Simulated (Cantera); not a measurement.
Hydrocarbon pyrolysis for carbon deposition

An isothermal, constant-pressure homogeneous reactor starts with CH4 : N2 : H2O = 1 : 39 : 0.17 (molar parts), at 1498 K and 10.00 Torr.

Cantera simulation using GRI-Mech 3.0 (53 species, 325 reactions); the numbers are that mechanism's predictions, not measurements. GRI-Mech 3.0 stops at C3 and has no aromatics, soot or wall deposition, so with more carbon than oxygen in the feed, carbon stays in small species such as C2H2 where larger ones or solid carbon would form. Radical loss at walls, strong at low pressure, is not modelled.

| t (s) | x CH4 | x H | x C2H4 | x CH2 | x C2H6 | x C2H2 |
|---|---|---|---|---|---|---|
| 1.00e-5 | 0.0249 | 1.04e-9 | <1e-12 | <1e-12 | <1e-12 | <1e-12 |
| 7.17e-5 | 0.0249 | 6.17e-9 | <1e-12 | <1e-12 | <1e-12 | <1e-12 |
| 0.000514 | 0.0249 | 1.60e-8 | <1e-12 | <1e-12 | <1e-12 | <1e-12 |
| 0.00369 | 0.0249 | 1.66e-8 | 2.94e-11 | 1.52e-12 | 1.31e-11 | <1e-12 |
| 0.0265 | 0.0249 | 1.71e-8 | 1.21e-8 | 5.64e-11 | 3.92e-9 | 6.71e-11 |
| 0.190 | 0.0248 | 4.01e-8 | 4.22e-6 | 2.49e-9 | 4.74e-7 | 1.86e-7 |
| 1.36 | 0.0227 | 1.57e-6 | 0.000586 | 5.11e-8 | 1.18e-5 | 0.000403 |
| 9.76 | 0.00958 | 1.01e-5 | 0.000109 | 2.94e-8 | 2.26e-6 | 0.00730 |
| 70.0 | 0.00120 | 2.44e-5 | 3.79e-6 | 9.68e-9 | 7.04e-8 | 0.0113 |
x: mole fraction; the columns are a selection and need not sum to one.

Equilibrium at this temperature and pressure: CH4 3.68e-6, H 3.09e-5, C2H4 2.16e-7, CH2 3.25e-11, C2H6 1.07e-12, C2H2 0.00133 (gas phase only).
